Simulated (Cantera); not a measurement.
Mixture: CH3OH : O2 : N2 = 1 : 2.34 : 8.81 (molar parts), equivalence ratio 0.64, at 1.00 bar, adiabatic and at constant volume. Ignition delay is the time to a rise of 400 K.

Cantera simulation using GRI-Mech 3.0 (53 species, 325 reactions); the numbers are that mechanism's predictions, not measurements. GRI-Mech 3.0 was tuned for natural gas; its chemistry of methanol as a main component is partial and can be far from experiment.

Question: What does this change do: O2 2.34 to 1.2 parts?

Answer: 
```json
[
 {"quantity": "delay at 1025 K", "before": "0.311 s", "after": "0.319 s"},
 {"quantity": "delay at 1225 K", "before": "6.87 ms", "after": "7.01 ms"},
 {"quantity": "delay at 1425 K", "before": "0.501 ms", "after": "0.509 ms"},
 {"quantity": "delay at 1625 K", "before": "82.4 µs", "after": "84.3 µs"},
 {"quantity": "delay at 1825 K", "before": "21.9 µs", "after": "23.2 µs"},
 {"quantity": "apparent activation energy between 1625 and 1825 K", "before": "160 kJ/mol", "after": "160 kJ/mol"}
]
```

Question: What does this change do: constant pressure in place of constant volume?

Answer: 
| quantity | before | after |
|---|---|---|
| delay at 1025 K | 0.311 s | 0.315 s |
| delay at 1225 K | 6.87 ms | 7.11 ms |
| delay at 1425 K | 0.501 ms | 0.546 ms |
| delay at 1625 K | 82.4 µs | 97.3 µs |
| delay at 1825 K | 21.9 µs | 27.9 µs |
| apparent activation energy between 1625 and 1825 K | 160 kJ/mol | 150 kJ/mol |
